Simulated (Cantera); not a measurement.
# Premixed flame

A freely propagating, adiabatic, planar premixed flame of H2 : O2 : N2 = 1 : 0.227 : 0.855 (molar parts), equivalence ratio 2.2, unburnt at 425 K and 0.960 bar; mixture-averaged transport, grid criteria slope 0.08 and curve 0.16, no radiation.

Computed with Cantera and the H2/O2 subset of GRI-Mech 3.0, which has no nitrogen chemistry. Burning velocities carry a grid error of a few per cent, more on coarse grids.

```json
[
 {"z (mm)": "-1.25", "T (K)": "425", "u (m/s)": "4.94", "x H2": "0.480", "x O2": "0.109", "x H2O2": "<1e-8", "x OH": "<1e-8", "x H2O": "<1e-8", "x H": "<1e-8"},
 {"z (mm)": "-0.834", "T (K)": "425", "u (m/s)": "4.94", "x H2": "0.480", "x O2": "0.109", "x H2O2": "<1e-8", "x OH": "<1e-8", "x H2O": "<1e-8", "x H": "<1e-8"},
 {"z (mm)": "-0.626", "T (K)": "425", "u (m/s)": "4.94", "x H2": "0.480", "x O2": "0.109", "x H2O2": "<1e-8", "x OH": "<1e-8", "x H2O": "<1e-8", "x H": "<1e-8"},
 {"z (mm)": "-0.417", "T (K)": "425", "u (m/s)": "4.94", "x H2": "0.480", "x O2": "0.109", "x H2O2": "<1e-8", "x OH": "<1e-8", "x H2O": "2.31e-7", "x H": "<1e-8"},
 {"z (mm)": "-0.209", "T (K)": "450", "u (m/s)": "5.20", "x H2": "0.476", "x O2": "0.109", "x H2O2": "9.12e-6", "x OH": "4.07e-5", "x H2O": "0.000672", "x H": "5.62e-5"},
 {"z (mm)": "-0.104", "T (K)": "716", "u (m/s)": "8.05", "x H2": "0.443", "x O2": "0.103", "x H2O2": "3.58e-5", "x OH": "0.000692", "x H2O": "0.0218", "x H": "0.00576"},
 {"z (mm)": "0", "T (K)": "1117", "u (m/s)": "12.2", "x H2": "0.363", "x O2": "0.0735", "x H2O2": "3.09e-6", "x OH": "0.00126", "x H2O": "0.0891", "x H": "0.0351"},
 {"z (mm)": "0.104", "T (K)": "1395", "u (m/s)": "15.1", "x H2": "0.280", "x O2": "0.0257", "x H2O2": "8.46e-7", "x OH": "0.00249", "x H2O": "0.181", "x H": "0.0682"},
 {"z (mm)": "0.209", "T (K)": "1521", "u (m/s)": "16.4", "x H2": "0.252", "x O2": "0.00568", "x H2O2": "4.54e-7", "x OH": "0.00260", "x H2O": "0.220", "x H": "0.0766"},
 {"z (mm)": "0.417", "T (K)": "1629", "u (m/s)": "17.5", "x H2": "0.251", "x O2": "0.000505", "x H2O2": "2.90e-7", "x OH": "0.00273", "x H2O": "0.232", "x H": "0.0688"},
 {"z (mm)": "0.834", "T (K)": "1736", "u (m/s)": "18.5", "x H2": "0.259", "x O2": "0.000189", "x H2O2": "1.85e-7", "x OH": "0.00278", "x H2O": "0.235", "x H": "0.0546"},
 {"z (mm)": "1.67", "T (K)": "1838", "u (m/s)": "19.4", "x H2": "0.269", "x O2": "0.000114", "x H2O2": "1.01e-7", "x OH": "0.00254", "x H2O": "0.237", "x H": "0.0401"},
 {"z (mm)": "3.34", "T (K)": "1924", "u (m/s)": "20.2", "x H2": "0.276", "x O2": "5.84e-5", "x H2O2": "5.03e-8", "x OH": "0.00205", "x H2O": "0.239", "x H": "0.0275"}
]
```
x: mole fraction of selected species; z is measured from the peak of heat release.

The laminar burning velocity is 494 cm/s and the thermal thickness is 0.417 mm. The peak x(H2O2) is 4.03e-5 and the peak x(OH) is 0.00280. The peak x(H) comes out as 0.0766 and the grid points is 124.
